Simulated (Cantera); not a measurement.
**Moist CO burnout**

An isothermal, constant-pressure homogeneous reactor starts with CO : O₂ : H₂O : N₂ = 0.021 : 0.032 : 0.026 : 1 (molar parts), equivalence ratio 0.33, at 1500 K and 1.00 atm.

Detailed kinetics in Cantera: GRI-Mech 3.0 (53 species, 325 reactions).

| t (s) | x CO | x O₂ | x H₂O | x H | x H₂O₂ | x NO |
|---|---|---|---|---|---|---|
| 0.000300 | 0.0193 | 0.0296 | 0.0240 | 1.81e-5 | 1.10e-8 | 6.09e-11 |
| 0.000827 | 0.00587 | 0.0226 | 0.0220 | 0.00150 | 2.98e-7 | 1.67e-6 |
| 0.00228 | 0.000797 | 0.0203 | 0.0238 | 0.000115 | 1.19e-7 | 3.29e-6 |
| 0.00628 | 0.000115 | 0.0201 | 0.0242 | 6.20e-6 | 3.05e-8 | 3.41e-6 |
| 0.0173 | 1.63e-5 | 0.0201 | 0.0243 | 4.38e-7 | 7.12e-9 | 3.44e-6 |
| 0.0477 | 2.75e-6 | 0.0201 | 0.0243 | 4.88e-8 | 1.91e-9 | 3.46e-6 |
| 0.132 | 8.62e-7 | 0.0201 | 0.0243 | 1.29e-8 | 8.45e-10 | 3.46e-6 |
| 0.363 | 6.79e-7 | 0.0201 | 0.0243 | 1.01e-8 | 7.23e-10 | 3.46e-6 |
| 1.00 | 6.78e-7 | 0.0201 | 0.0243 | 1.00e-8 | 7.22e-10 | 3.47e-6 |
x: mole fraction; the columns are a selection and need not sum to one.

Equilibrium at this temperature and pressure: CO 6.82e-7, O₂ 0.0199, H₂O 0.0243, H 1.01e-8, H₂O₂ 7.18e-10, NO 0.000413 (gas phase only).
